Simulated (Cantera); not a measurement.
## Thermodynamics of fluorocarbon and chlorocarbon gases, feed CF₄ + Si

Input: 1 mol CF₄, 0.28 mol Si, held at 7.50 Torr.

Method: chemical equilibrium by Gibbs-energy minimisation in Cantera with the NASA 1993 tables (ideal gas, pure condensed phases). Candidate condensed phases: C, Si, SiC; 23 gas species. The tables' values for SiF₃ are old estimates; treat these amounts as uncertain. Condensed phases not in the tables: fluorocarbon polymer. Gases not in the tables: C₂F₆ and larger saturated fluorocarbons. Rates play no part.

```csv
T (K),log p CF₄,log p F,log p CF₂,log p SiF₄,log p CF,log p CF₃,n C(graphite)
773,-2.14,<-14,<-14,-2.55,<-14,-13.59,0.280
973,-2.14,-12.20,-10.75,-2.55,<-14,-10.41,0.280
1173,-2.14,-9.31,-8.16,-2.55,<-14,-8.32,0.280
1373,-2.14,-7.26,-6.34,-2.55,-11.59,-6.84,0.280
1573,-2.14,-5.73,-4.99,-2.55,-9.24,-5.74,0.279
1773,-2.15,-4.54,-3.95,-2.56,-7.43,-4.90,0.275
1973,-2.20,-3.61,-3.15,-2.58,-6.00,-4.27,0.248
2173,-2.42,-2.89,-2.59,-2.67,-4.89,-3.88,0.149
2373,-3.15,-2.43,-2.40,-2.84,-4.10,-3.98,0.0584
2573,-4.47,-2.22,-2.60,-2.96,-3.61,-4.59,0.292
```
log p: log10 of the partial pressure in bar; n: condensed amount in mol.

From 773 K to 2573 K the condensed part is C(graphite). The main Si-bearing gas is SiF₄ throughout.
